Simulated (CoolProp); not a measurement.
Diethyl ether at several states: fugacity coefficient from the reference equation and from simpler models built on Tc = 467.9 K, pc = 3717 kPa, ω = 0.282; each cubic takes its own stable root.

Model: reference Helmholtz-energy equation of state, Thol 2014, in CoolProp.

```csv
T (K),p (kPa),phase,reference,van der Waals,Redlich-Kwong,Peng-Robinson
330.3,12300,liquid,0.02604,0.1133,0.04439,0.02559
406.5,10.7,gas,0.9984,0.9988,0.9985,0.9983
537.9,21500,supercritical,0.3950,0.4240,0.3943,0.3958
429.6,566,gas,0.9307,0.9447,0.9344,0.9259
354.2,1910,liquid,0.2060,0.5034,0.2974,0.2055
```
